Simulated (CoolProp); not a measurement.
Saturated liquid density (kg/m³) of sulfur dioxide: the reference equation beside estimates from Tc = 430.6 K, pc = 7.887 MPa, ω = 0.256.

Computed with CoolProp (reference Helmholtz-energy equation of state, Gao 2016).

```
T (K)  reference  Redlich-Kwong  Peng-Robinson
-----  ---------  -------------  -------------
294.3          …           1188           1397
297.3       1369           1180           1388
300.2       1361           1171           1380
303.2       1352           1163           1371
306.1       1344           1154           1362
309.1          …           1145           1352
312.1          …           1136           1343
315         1318           1127           1333
318         1309           1118           1323
321         1300           1108           1313
323.9       1291           1099           1303
326.9       1281           1089           1292
329.8       1272           1079           1282
332.8       1263           1069           1270
```

Q: What belongs in the gaps?

A: 
- 294.3, reference: 1378
- 309.1, reference: 1335
- 312.1, reference: 1327

Absolute difference from the reference over all 14 rows, mean and median: Redlich-Kwong 14.5 and 14.4 %, Peng-Robinson 1.1 and 1.2 %.
